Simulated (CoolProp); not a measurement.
A Linde-Hampson liquefier for ethane: isothermal reversible compression at 320 K from 1 atm to 15 MPa, throttling to 1 atm, return gas leaving the recuperator 5 K below the feed. Each further row changes one setting.

Model: reference Helmholtz-energy equation of state, Bücker 2006, in CoolProp.

| case | liquid yield per pass | compression work (kJ/kg of gas) |
|---|---|---|
| as stated | (withheld) | 353 |
| high pressure 30 MPa | (withheld) | (withheld) |
| warm-end temperature 350 K | (withheld) | (withheld) |
| warm-end gap 10 K | 0.443 | 353 |

Question: What belongs in the gaps?

Answer: 
- as stated, liquid yield per pass: 0.450
- high pressure 30 MPa, liquid yield per pass: 0.460
- high pressure 30 MPa, compression work (kJ/kg of gas): 390
- warm-end temperature 350 K, liquid yield per pass: 0.351
- warm-end temperature 350 K, compression work (kJ/kg of gas): 414
